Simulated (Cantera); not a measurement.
A Cantera script and what it prints.

```python
import numpy as np
import cantera as ct

gas_names = [...]  # 114 gases of nasa_gas.yaml made of C, Fe, H, O
cond_names = """
    C(gr) C6H6(L) C7H8(L) C8H18(L),n-octa Fe(a) Fe(c) Fe(d) Fe(L) FeC5O5(L) FeO(s) FeO(L) Fe(OH)2(s)
    Fe(OH)3(s) Fe2O3(s) Fe3O4(s) H2O(s) H2O(L)
""".split()


# ... load() reads the species with a 1 bar reference pressure and builds the phases ...
atoms = {
    'Fe3O4': {'Fe': 3, 'O': 4},
    'CH4': {'C': 1, 'H': 4},
    'CO': {'C': 1, 'O': 1},
}
top_T = {'C(gr)': 4500, 'Fe2O3(s)': 1830, 'Fe3O4(s)': 1870}  # K; cautious upper limits of use, not melting points


# ... equilibrate(T, P, feed) seeds the gas with the atoms and calls Mixture.equilibrate('TP', solver="vcs", rtol=1e-11, max_steps=5000) ...
results = []
feed = {'Fe3O4': 1, 'CH4': 1, 'CO': 0.19}  # mol
P = 100000  # Pa
for T in [1373, 1473, 1573, 1673, 1773, 1873, 1973, 2073, 2173, 2273, 2373, 2473, 2573]:
    mix = equilibrate(T, P, feed)
    results.append((T, P, feed, dict(zip(mix.species_names, mix.species_moles))))
    x = sorted(zip(gas.X, gas.species_names), reverse=True)
    print(f"T = {T:g} K  P = {P:g} Pa  gas = {mix.phase_moles(0):.4g} mol")
    print("   x: " + "  ".join(f"{s} {v:.3e}" for v, s in x if v > 1e-06))
    print("   condensed (mol): " + ("  ".join(f"{mix.phase(i).name} {mix.phase_moles(i):.4g}"
          for i in range(1, mix.n_phases) if mix.phase_moles(i) > 1e-12) or "none"))
```

It prints:

```
T = 1373 K  P = 100000 Pa  gas = 3.19 mol
   x: H2 4.601e-01  CO 3.172e-01  H2O 1.669e-01  CO2 5.586e-02  CH4 4.363e-06  H 2.259e-06
   condensed (mol): Fe(c) 0.7105  FeO(s) 2.29
T = 1473 K  P = 100000 Pa  gas = 3.19 mol
   x: H2 4.455e-01  CO 3.203e-01  H2O 1.814e-01  CO2 5.271e-02  H 8.444e-06  Fe(OH)2 2.169e-06
   condensed (mol): Fe(c) 0.7469  FeO(s) 2.253
T = 1573 K  P = 100000 Pa  gas = 3.19 mol
   x: H2 4.331e-01  CO 3.230e-01  H2O 1.939e-01  CO2 4.999e-02  H 2.676e-05  Fe(OH)2 5.861e-06
   condensed (mol): Fe(c) 0.778  FeO(s) 2.222
T = 1673 K  P = 100000 Pa  gas = 3.19 mol
   x: H2 4.257e-01  CO 3.264e-01  H2O 2.012e-01  CO2 4.665e-02  H 7.430e-05  Fe(OH)2 1.339e-05  Fe 4.013e-06  OH 1.690e-06
   condensed (mol): Fe(d) 0.7907  FeO(L) 2.209
T = 1773 K  P = 100000 Pa  gas = 3.19 mol
   x: H2 4.296e-01  CO 3.320e-01  H2O 1.972e-01  CO2 4.104e-02  H 1.865e-04  Fe(OH)2 2.439e-05  Fe 1.977e-05  OH 5.305e-06
   condensed (mol): Fe(d) 0.7601  FeO(L) 2.24
T = 1873 K  P = 100000 Pa  gas = 3.191 mol
   x: H2 4.292e-01  CO 3.354e-01  H2O 1.974e-01  CO2 3.756e-02  H 4.228e-04  Fe 7.906e-05  Fe(OH)2 4.226e-05  OH 1.509e-05
   condensed (mol): Fe(L) 0.7495  FeO(L) 2.25
T = 1973 K  P = 100000 Pa  gas = 3.192 mol
   x: H2 4.265e-01  CO 3.376e-01  H2O 1.994e-01  CO2 3.520e-02  H 8.812e-04  Fe 2.681e-04  Fe(OH)2 6.963e-05  OH 3.912e-05  FeO 2.341e-06
   condensed (mol): Fe(L) 0.7485  FeO(L) 2.25
T = 2073 K  P = 100000 Pa  gas = 3.195 mol
   x: H2 4.239e-01  CO 3.392e-01  H2O 2.009e-01  CO2 3.318e-02  H 1.712e-03  Fe 8.028e-04  Fe(OH)2 1.087e-04  OH 9.232e-05  FeO 8.985e-06
   condensed (mol): Fe(L) 0.7462  FeO(L) 2.251
T = 2173 K  P = 100000 Pa  gas = 3.202 mol
   x: H2 4.209e-01  CO 3.402e-01  H2O 2.018e-01  CO2 3.141e-02  H 3.131e-03  Fe 2.160e-03  OH 2.009e-04  Fe(OH)2 1.619e-04  FeO 3.022e-05  O 1.048e-06
   condensed (mol): Fe(L) 0.741  FeO(L) 2.251
T = 2273 K  P = 100000 Pa  gas = 3.217 mol
   x: H2 4.169e-01  CO 3.401e-01  H2O 2.017e-01  CO2 2.981e-02  H 5.424e-03  Fe 5.296e-03  OH 4.073e-04  Fe(OH)2 2.310e-04  FeO 9.072e-05  O 3.637e-06
   condensed (mol): Fe(L) 0.7297  FeO(L) 2.252
T = 2373 K  P = 100000 Pa  gas = 3.246 mol
   x: H2 4.108e-01  CO 3.384e-01  H2O 2.003e-01  CO2 2.829e-02  Fe 1.198e-02  H 8.951e-03  OH 7.750e-04  Fe(OH)2 3.166e-04  FeO 2.466e-04  O 1.136e-05  O2 2.299e-06
   condensed (mol): Fe(L) 0.7064  FeO(L) 2.253
T = 2473 K  P = 100000 Pa  gas = 3.301 mol
   x: H2 4.010e-01  CO 3.337e-01  H2O 1.967e-01  CO2 2.674e-02  Fe 2.527e-02  H 1.412e-02  OH 1.391e-03  FeO 6.144e-04  Fe(OH)2 4.171e-04  O 3.238e-05  O2 6.532e-06
   condensed (mol): Fe(L) 0.6603  FeO(L) 2.253
T = 2573 K  P = 100000 Pa  gas = 3.406 mol
   x: H2 3.850e-01  CO 3.244e-01  H2O 1.898e-01  Fe 5.007e-02  CO2 2.500e-02  H 2.131e-02  OH 2.362e-03  FeO 1.418e-03  Fe(OH)2 5.262e-04  O 8.500e-05  O2 1.710e-05
   condensed (mol): Fe(L) 0.5714  FeO(L) 2.251
```

These are equilibrium values from Cantera (NASA tables, ideal gas, pure condensed phases), not measurements of a reactor. Each liquid is taken as pure. Mutual solubility and eutectic melting of coexisting phases are not modelled. The tables' stoichiometric FeO is somewhat more stable than real wüstite, so its field is too wide. FeO: taken at fixed stoichiometry.
